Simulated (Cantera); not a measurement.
**C2H5OH + H2 (carbon deposition, reforming and gasification)**

Charge: 1 mol C2H5OH, 93 mol H2, held at 477 °C and 18.0 Torr.

These are equilibrium values from Cantera (NASA tables, ideal gas, pure condensed phases), not measurements of a reactor. Candidate condensed phases: C, C6H6, C7H8, C8H18, H2O; 110 gas species. Equilibrium is a limit: real reactors are often held back by kinetics, nucleation or transport.

```
Item                                        Value
--------------------------------------  ---------
x(H2)                                       0.970
x(CH4)                                     0.0199
x(H2O)                                    0.00926
x(CO)                                     0.00121
x(CO2)                                    7.08e-5
gas amount                              94.24 mol
log10 activity of C(graphite) (absent)      -0.56
```
